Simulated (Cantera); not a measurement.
**Catalytic combustion on Pt**

An isothermal plug-flow reactor at 750 K and 76000 Pa (inlet), inlet velocity 0.4 m/s, active area per volume 7300 1/m; feed 0.661 % CO, 6.02 % O2, 93.3 % N2.

Model: Deutschmann's 1995 Pt surface mechanism with GRI-Mech 3.0 gas chemistry, integrated in Cantera. Catalytic surfaces can have several steady states; this one follows from the mechanism file's or the stated starting coverage. Mass transfer to the wall is taken as infinitely fast.

```tsv
z (m)	x CO	x O2	x H2O	x CO2	θ free Pt	θ O*
7.1e-05	0.00159	0.0579	<1e-12	0.00505	0.0345	0.965
0.00013	0.00111	0.0576	<1e-12	0.00553	0.0312	0.968
0.00022	0.000697	0.0575	<1e-12	0.00594	0.0291	0.971
0.0004	0.000309	0.0573	<1e-12	0.00633	0.0274	0.973
0.00071	8.55e-5	0.0572	<1e-12	0.00655	0.0266	0.973
0.0013	8.11e-6	0.0571	<1e-12	0.00663	0.0263	0.974
0.0022	2.29e-7	0.0571	<1e-12	0.00664	0.0263	0.974
0.004	1.84e-10	0.0571	<1e-12	0.00664	0.0263	0.974
0.0071	<1e-12	0.0571	<1e-12	0.00664	0.0263	0.974
```
x: gas mole fraction; θ: surface coverage.
